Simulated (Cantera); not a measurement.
An isothermal, constant-pressure homogeneous reactor starts with CH2O : O2 : N2 = 0.0091 : 0.021 : 1 (molar parts), equivalence ratio 0.43, at 948 K and 1.00 atm.

Computed with Cantera and GRI-Mech 3.0 (53 species, 325 reactions). Below about 1000 K GRI-Mech 3.0 lacks low-temperature oxidation paths.

One state of this run: x CH2O = <1e-12; x O2 = 0.0117; x H = 1.67e-9; x NO2 = 7.45e-10; x N2O = 1.93e-7. x: mole fraction; the columns are a selection and need not sum to one.

Problem. Which value of t (s) does it belong to?
A. 26.7
B. 0.0632
C. 0.00112
D. 0.474

Solution. A, 26.7
